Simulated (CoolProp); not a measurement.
The fluid at 399.97 K and 0.0124 MPa is compressed adiabatically to 0.0389 MPa with isentropic efficiency 0.6. The same conditions are run with several fluids, on thermodynamics alone (safety and materials aside).

Values from CoolProp's reference Helmholtz-energy equation of state of each fluid (o-xylene: Zhou 2012; R245ca: Zhou 2016; R141b: Lemmon 2006; R113: Marx 1992).

| fluid | work (kJ/kg) | final temperature (K) | final density (kg/m³) |
|---|---|---|---|
| o-xylene | 60.7 | ___ | ___ |
| R245ca | ___ | ___ | ___ |
| R141b | ___ | 461.3 | ___ |
| R113 | ___ | 446.2 | 1.97 |

Problem. Fill in the missing entries.

Solution. 
- o-xylene, final temperature (K): 436.7
- o-xylene, final density (kg/m³): 1.15
- R245ca, work (kJ/kg): 48.7
- R245ca, final temperature (K): 443.6
- R245ca, final density (kg/m³): 1.42
- R141b, work (kJ/kg): 56.5
- R141b, final density (kg/m³): 1.19
- R113, work (kJ/kg): 34.9
